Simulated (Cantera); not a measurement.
A closed system holds: 1 mol BCl3, 82 mol H2, 3.6 mol O2, equilibrated at 68.3 Torr.

These are equilibrium values from Cantera (NASA tables, ideal gas, pure condensed phases), not measurements of a reactor. Candidate condensed phases: B, B2O3, B3O3H3, H2O; 33 gas species. Gases not in the tables: H3BO3. The numbers say what is thermodynamically allowed, not how fast it happens.

**Question.** Which condensed phases are stable at each of these points (T (K)): 1223, 1248, 1273, 1298, 1323, 1348, 1373, 1398, 1423, 1448, 1473, 1498?

**Answer.** 
```
T (K)  condensed phases  B condensed (%)
-----  ----------------  ---------------
1223            B2O3(l)             90.3
1248            B2O3(l)             87.1
1273            B2O3(l)             82.9
1298            B2O3(l)             77.3
1323            B2O3(l)             70.0
1348            B2O3(l)             60.7
1373            B2O3(l)             48.9
1398            B2O3(l)             34.1
1423            B2O3(l)             15.9
1448           gas only              0.0
1473           gas only              0.0
1498           gas only              0.0
```

From 1223 K to 1423 K the condensed part is B2O3(l). From 1448 K to 1498 K nothing is condensed.
